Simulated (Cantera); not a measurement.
## MgSO4 + H2 + H2O (calcination and drying)

Input: 1 mol MgSO4, 0.039 mol H2, 0.057 mol H2O, held at 1877 °C.

Equilibrium computed with Cantera from the NASA thermochemical tables; the gas is ideal and each condensed phase is pure. Candidate condensed phases: H2O, H2SO4, Mg, MgO, Mg(OH)2, MgS, MgSO4, S; 26 gas species. Rates play no part.

From 0.000100 bar to 10.0 bar the condensed part is MgO(s). The main Mg-bearing gas is Mg at 0.000100 bar and Mg(OH)2 at 10.0 bar.

```json
[
 {"P (Pa)": "10", "log p SO2": "-4.44", "log p O2": "-4.59", "log p Mg": "-4.74", "log p O": "-5.00", "log p H2O": "-5.79", "log p SO": "-5.42", "log p H": "-5.66", "log p OH": "-5.77", "n MgO(s)": "0.538"},
 {"P (Pa)": "68", "log p SO2": "-3.41", "log p O2": "-3.72", "log p Mg": "-5.18", "log p O": "-4.57", "log p H2O": "-4.54", "log p SO": "-4.83", "log p H": "-5.26", "log p OH": "-4.92", "n MgO(s)": "0.983"},
 {"P (Pa)": "460", "log p SO2": "-2.55", "log p O2": "-2.87", "log p Mg": "-5.60", "log p O": "-4.14", "log p H2O": "-3.63", "log p SO": "-4.39", "log p H": "-5.01", "log p OH": "-4.25", "n MgO(s)": "0.999"},
 {"P (Pa)": "3200", "log p SO2": "-1.70", "log p O2": "-2.02", "log p Mg": "-6.03", "log p O": "-3.72", "log p H2O": "-2.75", "log p SO": "-3.97", "log p H": "-4.79", "log p OH": "-3.60", "n MgO(s)": "1.000"},
 {"P (Pa)": "22000", "log p SO2": "-0.86", "log p O2": "-1.18", "log p Mg": "-6.45", "log p O": "-3.30", "log p H2O": "-1.89", "log p SO": "-3.55", "log p H": "-4.57", "log p OH": "-2.96", "n MgO(s)": "1.000"},
 {"P (Pa)": "150000", "log p SO2": "-0.02", "log p O2": "-0.34", "log p Mg": "-6.86", "log p O": "-2.88", "log p H2O": "-1.05", "log p SO": "-3.13", "log p H": "-4.36", "log p OH": "-2.33", "n MgO(s)": "1.000"},
 {"P (Pa)": "1000000", "log p SO2": "0.80", "log p O2": "0.48", "log p Mg": "-7.28", "log p O": "-2.47", "log p H2O": "-0.22", "log p SO": "-2.72", "log p H": "-4.15", "log p OH": "-1.71", "n MgO(s)": "1.000"}
]
```
log p: log10 of the partial pressure in bar; n: condensed amount in mol.
